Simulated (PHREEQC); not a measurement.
**Arsenic or selenium liquor: an equilibrium model**

Solution (25 °C): 0.0044 mol H2SeO3, 0.077 mol NH4HSO4 and 0.0028 mol FeCl3 per kg of water. Closed to the air; pH follows from the charge balance.

Model: ion-association model, wateq4f.dat, run in PHREEQC.

This is a speciation only: nothing precipitates in the calculation.

Task: Predict the pH, ionic strength.

Result: pH 1.50; ionic strength 0.139 mol/kgw.

Task: In which forms is Se present?

Result: H2SeO3 93 %, HSeO3- 7.0 % of the Se.

The solution is supersaturated, for example in Hematite (slow to form), Goethite (slow to form), so a real one may precipitate; this is no full list.
